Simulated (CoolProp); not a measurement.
Computed with CoolProp (reference Helmholtz-energy equation of state, Wagner 2002).

Problem. Give the vapour pressure (MPa), enthalpy of vaporisation (kJ/kg), vapour Z, vapour viscosity (µPa s) of saturated water at 454.9, 463.3, 471.8 K.

Solution. 
| T (K) | p (MPa) | enthalpy of vaporisation (kJ/kg) | vapour Z | vapour viscosity (µPa s) |
|---|---|---|---|---|
| 454.9 | 1.04 | 2010 | 0.928 | 15.0 |
| 463.3 | 1.26 | 1980 | 0.918 | 15.3 |
| 471.8 | 1.51 | 1940 | 0.908 | 15.6 |

Viscosity comes from a separate model (Huber 2009).
